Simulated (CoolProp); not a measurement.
A single-stage vapour-compression cycle with the fluid: evaporating at 229.15 K (dew point), condensing at 264.15 K (bubble point), superheat 8 K, subcooling 5 K, compressor efficiency 0.75, no pressure losses. The same conditions are run with several fluids, on thermodynamics alone (safety and materials aside).

Model: reference Helmholtz-energy equation of state of each fluid (R227EA: Lemmon 2016; nitrous oxide: Lemmon 2006; R410A: Lemmon 2003; R124: de Vries 1995; carbonyl sulfide: Lemmon 2006; hydrogen chloride: Thol 2018), in CoolProp. Blends and air are pseudo-pure fits.

```csv
fluid,cooling COP,pressure ratio,discharge temperature (K),refrigerating effect (kJ/kg),volumetric capacity (kJ/m³)
R227EA,4.38,5.35,276.3,117,264
nitrous oxide,3.99,3.03,324.1,268,5390
R410A,4.30,4.09,311.4,231,1300
R124,4.46,5.42,290.3,154,228
carbonyl sulfide,4.32,3.69,334.0,274,1150
hydrogen chloride,4.03,3.07,347.8,347,4670
```
